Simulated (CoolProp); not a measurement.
Saturation properties of cis-2-butene (Tc = 435.8 K, pc = 42.36 bar, ω = 0.202).

Values from CoolProp's reference Helmholtz-energy equation of state, Lemmon 2005. It is a short technical equation, of lower accuracy than the large ones.

```csv
T (K),p (bar),liquid density (kg/m³),enthalpy of vaporisation (kJ/kg),liquid cp (kJ/(kg K)),vapour Z,surface tension (mN/m)
274.5,0.9247,642.7,416.5,2.150,0.9616,17.1
282.8,1.264,633.3,408.4,2.181,0.9526,16.0
291.1,1.692,623.8,400.0,2.215,0.9424,14.9
299.4,2.224,613.9,391.2,2.251,0.9308,13.9
307.8,2.884,603.8,382.1,2.291,0.9176,12.8
316.1,3.673,593.4,372.6,2.333,0.9031,11.8
324.4,4.614,582.8,362.6,2.380,0.8870,10.8
332.7,5.725,571.7,352.2,2.430,0.8693,9.79
341.1,7.040,560.1,341.0,2.487,0.8496,8.81
349.4,8.548,548.1,329.2,2.549,0.8283,7.86
357.7,10.28,535.6,316.6,2.619,0.8050,6.93
366,12.26,522.3,303.1,2.699,0.7795,6.02
374.4,14.54,508.0,288.2,2.795,0.7511,5.13
```

It boils at 276.9 K under 1 atm.

Surface tension comes from a separate correlation (Mulero 2014).
